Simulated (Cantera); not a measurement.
## Silicon carbide growth: SiH2Cl2 + HCl + H2 + C2H4

Charge: 1 mol SiH2Cl2, 0.019 mol HCl, 51 mol H2, a varied amount of C2H4, at 2277 °C and 0.720 bar.

Method: chemical equilibrium by Gibbs-energy minimisation in Cantera with the NASA 1993 tables (ideal gas, pure condensed phases). Candidate condensed phases: C, C6H6, C7H8, C8H18, Si, SiC; 109 gas species. The tables' values for SiCl are old estimates; treat these amounts as uncertain. Gases not in the tables: Si2H6 and higher silanes. Equilibrium is a limit: real reactors are often held back by kinetics, nucleation or transport.

```tsv
n(C2H4) (mol)	log p H2	log p H	log p HCl	log p Si	n SiC(s)
0.098	-0.18	-1.60	-1.64	-2.18	0
0.19	-0.18	-1.60	-1.63	-2.25	0.136
0.28	-0.18	-1.60	-1.63	-2.32	0.264
0.37	-0.18	-1.60	-1.62	-2.39	0.369
0.45	-0.18	-1.60	-1.62	-2.45	0.442
0.54	-0.18	-1.60	-1.62	-2.51	0.506
0.63	-0.18	-1.60	-1.62	-2.56	0.554
0.72	-0.18	-1.60	-1.62	-2.60	0.590
0.81	-0.18	-1.60	-1.62	-2.64	0.619
```
log p: log10 of the partial pressure in bar; n: condensed amount in mol.

At 0.098 mol C2H4 nothing is condensed. From 0.19 mol C2H4 to 0.81 mol C2H4 the condensed part is SiC(s). The main Si-bearing gas is Si throughout. The share of Si in condensed phases is highest at 0.81 mol C2H4 (61.9 %) and lowest at 0.098 mol C2H4 (0.0 %).
